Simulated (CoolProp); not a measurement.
Saturation properties of cyclohexane.

Values from CoolProp's reference Helmholtz-energy equation of state, Zhou 2014.

```csv
T (K),p (bar),liquid density (kg/m³),vapour density (kg/m³),enthalpy of vaporisation (kJ/kg),surface tension (mN/m)
289.7,0.08776,781.8,0.3085,397.8,25.4
301.7,0.1524,770.5,0.5163,390.3,24.0
313.7,0.2519,759.1,0.8240,382.7,22.6
325.7,0.3984,747.5,1.262,375.0,21.1
337.7,0.6065,735.7,1.866,367.2,19.7
349.6,0.8897,723.8,2.667,359.3,18.4
361.6,1.271,711.6,3.722,351.0,17.0
373.6,1.768,699.1,5.073,342.5,15.7
385.6,2.403,686.3,6.775,333.7,14.4
397.6,3.197,673.2,8.889,324.4,13.1
409.6,4.175,659.6,11.49,314.7,11.8
421.6,5.361,645.6,14.65,304.4,10.6
433.6,6.781,631.0,18.47,293.5,9.41
445.5,8.446,615.9,23.04,281.9,8.24
```

It boils at 353.9 K under 1 atm.

Surface tension comes from a separate correlation (Mulero 2012).
